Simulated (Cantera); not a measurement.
Feed: 1 mol FeS, 0.36 mol H2, 0.43 mol H2O, at 1075 K and 30.8 Torr.

Equilibrium computed with Cantera from the NASA thermochemical tables; the gas is ideal and each condensed phase is pure. Candidate condensed phases: Fe, FeO, Fe(OH)2, Fe(OH)3, FeS, FeSO4, FeS2, Fe2O3, Fe2(SO4)3, Fe3O4, H2O, H2SO4, S; 22 gas species. Mutual solubility and eutectic melting of coexisting phases are not modelled. The tables' stoichiometric FeO is somewhat more stable than real wüstite, so its field is too wide. FeO, FeS: taken at fixed stoichiometry. The numbers say what is thermodynamically allowed, not how fast it happens.

Base state: H2O 0.539, H2 0.456, H2S 0.00486 (mole fractions); condensed: FeO(s) + FeS(s).

Problem. What changes in the equilibrium state with this change: FeS replaced by PbO?

Solution. 
| species | before | after |
|---|---|---|
| H2O | 0.539 | 0.998 |
| Pb | 0 | 0.00185 |
| H2 | 0.456 | 0.000190 |
| H2S | 0.00486 | 0 |
| PbO | 0 | 7.51e-5 |
| FeO(s), mol | 0.00384 | 0 |
| FeS(s), mol | 0.996 | 0 |
| Pb(l), mol | 0 | 0.358 |
| PbO(yellow), mol | 0 | 0.640 |
Further candidate phases: Pb, PbO, PbO2, Pb3O4.

Problem. What changes in the equilibrium state with this change: FeS replaced by Cr2O3?

Solution. 
| species | before | after |
|---|---|---|
| H2O | 0.539 | 0.544 |
| H2 | 0.456 | 0.456 |
| H2S | 0.00486 | 0 |
| FeO(s), mol | 0.00384 | 0 |
| FeS(s), mol | 0.996 | 0 |
| Cr2O3(s), mol | 0 | 1.00 |
Further candidate phases: Cr, Cr2O3.
